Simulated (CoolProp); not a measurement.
The numbers come from the reference Helmholtz-energy equation of state, Akasaka 2019 in CoolProp.

Problem. Give the vapour pressure (MPa), liquid density (kg/m³), vapour density (kg/m³), enthalpy of vaporisation (kJ/kg) of saturated R1234ze(Z) at 32.95, 50.15 °C.

Solution. 
```
T (°C)  p (MPa)  liquid density (kg/m³)  vapour density (kg/m³)  enthalpy of vaporisation (kJ/kg)
------  -------  ----------------------  ----------------------  --------------------------------
32.95     0.232                    1200                    11.4                               201
50.15     0.393                    1150                    19.0                               190
```
